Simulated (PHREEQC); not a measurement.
A made-up water analysis in mg/L, 25 °C, pH 5.73, pe 8.5:

```csv
constituent,mg/L
Na,2.37
K,0.00292
Ca,0.707
Mg,0.114
Cl,0.399
S(6) as SO4,3.24
Alkalinity as HCO3,7.88
Si as SiO2,0.125
Cu(2),0.00198
Zn,0.00695
Pb,0.0287
B,0.00355
Li,0.000155
```

Valence states are taken as typed.

Model: ion-association model, wateq4f.dat, run in PHREEQC.

Precipitation was switched off in this run.

Task: Estimate the charge-balance error.

Result: charge-balance error -16.6 %.

Task: In which forms is Cu present?

Result: Cu+2 91 %, CuHCO3+ 5.6 %, CuCO3 1.5 %, CuSO4 0.5 %, Cu(OH)2 0.5 % of the Cu.

Species that the database lacks are ignored.
